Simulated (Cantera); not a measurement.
Input: 1 mol Cu₂O, 0.37 mol H₂, 2.1 mol N₂, at 1875 K and 1 atm.

Method: chemical equilibrium by Gibbs-energy minimisation in Cantera with the NASA 1993 tables (ideal gas, pure condensed phases). Candidate condensed phases: Cu, CuO, Cu(OH)₂, Cu₂O, H₂O; 27 gas species. Each liquid is taken as pure. Mutual solubility and eutectic melting of coexisting phases are not modelled. Equilibrium is a limit: real reactors are often held back by kinetics, nucleation or transport.

Base state: N₂ 0.843, H₂O 0.148, O₂ 0.00563, Cu 0.00123, NO 0.000899, OH 0.000523, H₂ 0.000207, O 1.79e-5 (mole fractions); condensed: Cu(l) + Cu₂O(l).

What changes in the equilibrium state with this change: temperature from 1875 K to 2150 K?


```
species        before     after
------------  -------  --------
N₂              0.843     0.798
H₂O             0.148     0.139
O₂            0.00563    0.0387
Cu            0.00123    0.0155
Cu₂           3.21e-6  0.000103
CuO           1.13e-5  0.000286
Cu(l), mol      0.798      1.14
Cu₂O(l), mol    0.600     0.410
```
